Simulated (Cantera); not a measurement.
Charge: 1 mol SiHCl3, 1.2 mol NH3, 8.5 mol H2, equilibrated at 902 °C and 0.000250 bar.

These are equilibrium values from Cantera (NASA tables, ideal gas, pure condensed phases), not measurements of a reactor. Candidate condensed phases: NH4Cl, Si, Si3N4; 28 gas species. The tables' values for SiCl3 are old estimates; treat these amounts as uncertain. Rates play no part.

Base state: H2 0.771, HCl 0.214, SiCl2 0.00920, N2 0.00291, SiCl4 0.00182, SiCl3 0.00131, SiHCl3 0.000155 (mole fractions); condensed: Si3N4(s).

Problem. What changes in the equilibrium state with this change: temperature from 902 °C to 1200 °C?

Solution. 
| species | before | after |
|---|---|---|
| H2 | 0.771 | 0.778 |
| HCl | 0.214 | 0.118 |
| SiCl2 | 0.00920 | 0.0565 |
| N2 | 0.00291 | 0.0465 |
| Si | <1e-9 | 2.19e-5 |
| SiCl | 1.40e-8 | 4.28e-5 |
| SiCl4 | 0.00182 | 7.68e-6 |
| H | 6.81e-6 | 0.000706 |
| Si3N4(s), mol | 0.282 | 0 |
| Si(s), mol | 0 | 0.265 |
The tables' values for SiCl3, SiCl are old estimates; treat these amounts as uncertain.
